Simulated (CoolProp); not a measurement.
R410A along the isobar 6380 kPa: Z from the reference equation and from simpler models built on Tc = 344.5 K, pc = 4901 kPa, ω = 0.296; each cubic takes its own stable root.

The numbers come from the reference Helmholtz-energy equation of state, Lemmon 2003 in CoolProp. It is a pseudo-pure fit of the blend.

| T (K) | phase | reference | van der Waals | Redlich-Kwong | Soave-Redlich-Kwong | Peng-Robinson |
|---|---|---|---|---|---|---|
| 334.5 | liquid | 0.1862 | 0.3063 | 0.2444 | 0.2388 | 0.2136 |
| 349.5 | supercritical | 0.2187 | 0.3293 | 0.2847 | 0.2918 | 0.2659 |
| 364.6 | supercritical | 0.4396 | 0.3972 | 0.4285 | 0.4879 | 0.4596 |
| 379.6 | supercritical | 0.5826 | 0.5371 | 0.5690 | 0.6211 | 0.5898 |
| 394.7 | supercritical | 0.6655 | 0.6244 | 0.6489 | 0.7000 | 0.6685 |
| 409.7 | supercritical | 0.7234 | 0.6814 | 0.7041 | 0.7555 | 0.7246 |
| 424.8 | supercritical | 0.7675 | 0.7241 | 0.7463 | 0.7983 | 0.7681 |
| 439.8 | supercritical | 0.8022 | 0.7575 | 0.7797 | 0.8321 | 0.8028 |
| 454.9 | supercritical | 0.8305 | 0.7850 | 0.8072 | 0.8599 | 0.8315 |
| 469.9 | supercritical | 0.8539 | 0.8079 | 0.8301 | 0.8828 | 0.8554 |
| 485 | supercritical | 0.8736 | 0.8275 | 0.8496 | 0.9022 | 0.8758 |
| 500 | supercritical | 0.8902 | 0.8444 | 0.8663 | 0.9187 | 0.8931 |
